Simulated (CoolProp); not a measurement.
Vapour-liquid equilibrium of carbon dioxide (1) + cyclopentane (2) at 269.9 K; x and y are mole fractions of (1).

Values from CoolProp's multi-fluid Helmholtz-energy mixture model, Span 1996 and Gedanitz 2015; pair parameters Bell 2016.

Give the bubble pressure and the first vapour's composition at x = 0.05, 0.65, 0.725. Is there an azeotrope?

x = 0.05: 313.4 kPa, y = 0.960; x = 0.65: 2314 kPa, y = 0.994; x = 0.725: 2427 kPa, y = 0.994. No azeotrope shows between x = 0.05 and 0.95.

The pair parameters rest on a limited set of measurements; away from them the model extrapolates. The gap from Raoult's law changes sign with composition, which may be real or a fault of the pair parameters; it wasn't checked against measurements. With so large a gap from Raoult's law the liquid may split in two, which this calculation doesn't test in full.
